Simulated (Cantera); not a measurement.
What does this Cantera script print?

```python
import numpy as np
import cantera as ct

gas_names = """
    B BCL BCL2 BCL3 BH BH2 BH3 BN B2 CL CL2 H HCL H2 N NH NH2 NH3 N2 N2H2 N2H4
""".split()
cond_names = """
    B(b) B(L) BN(s) NH4CL(a) NH4CL(b)
""".split()


# ... load() reads the species with a 1 bar reference pressure and builds the phases ...
atoms = {
    'BN': {'B': 1, 'N': 1},
    'HCl': {'H': 1, 'CL': 1},
    'N2': {'N': 2},
}
top_T = {'BN(s)': 3200}  # K; cautious upper limits of use, not melting points


# ... equilibrate(T, P, feed) seeds the gas with the atoms and calls Mixture.equilibrate('TP', solver="vcs", rtol=1e-11, max_steps=5000) ...
results = []
T = 1575  # K
P = 13332.2  # Pa
for m in [3.9, 6.4, 8.9, 11, 14, 17, 19, 22, 24, 27, 29, 32]:
    feed = {'BN': 1, 'HCl': m, 'N2': 0.9}  # mol
    mix = equilibrate(T, P, feed)
    results.append((T, P, feed, dict(zip(mix.species_names, mix.species_moles))))

top = {s: max(r[3][s] / sum(r[3][g] for g in gas_names) for r in results) for s in gas_names}
cols = sorted((s for s in top if top[s] > 1e-06), key=lambda s: -top[s])[:6]
seen = [c for c in cond_names if any(r[3].get(c, 0) > 1e-12 for r in results)]
print("log10 of partial pressures in bar; condensed amounts in mol")
print(f"{'n(HCl)':>10s}" + "".join(f"{s[:9]:>10s}" for s in cols + seen))
for T, P, feed, n in results:
    ng = sum(n[g] for g in gas_names)
    print(f"{feed['HCl']:10.4g}" + "".join(f"{np.log10(max(n[s] / ng * P / 1e5, 1e-99)):10.3f}" for s in cols)
          + "".join(f"{n.get(c, 0):10.4g}" for c in seen))
```

It prints:

```
log10 of partial pressures in bar; condensed amounts in mol
    n(HCl)       HCL        N2        H2      BCL3        CL      BCL2     BN(s)
       3.9    -1.020    -1.566    -2.190    -2.369    -4.407    -4.871    0.8454
       6.4    -0.992    -1.723    -2.125    -2.303    -4.411    -4.802    0.7265
       8.9    -0.980    -1.825    -2.090    -2.268    -4.416    -4.761    0.6018
        11    -0.974    -1.889    -2.070    -2.248    -4.420    -4.737     0.494
        14    -0.969    -1.958    -2.050    -2.228    -4.425    -4.713    0.3367
        17    -0.966    -2.010    -2.036    -2.214    -4.429    -4.694    0.1768
        19    -0.964    -2.039    -2.029    -2.207    -4.431    -4.685   0.06898
        22    -0.956    -2.089    -2.059    -2.236    -4.408    -4.738         0
        24    -0.949    -2.125    -2.095    -2.273    -4.383    -4.799         0
        27    -0.941    -2.175    -2.144    -2.322    -4.350    -4.881         0
        29    -0.936    -2.205    -2.174    -2.352    -4.330    -4.931         0
        32    -0.930    -2.246    -2.215    -2.394    -4.304    -4.999         0
```

Cantera equilibrium calculation (NASA polynomials, part measured and part estimated; ideal gas, pure solids and liquids). The tables' values for BCl2 are old estimates; treat these amounts as uncertain. Gases not in the tables: BHCl2.
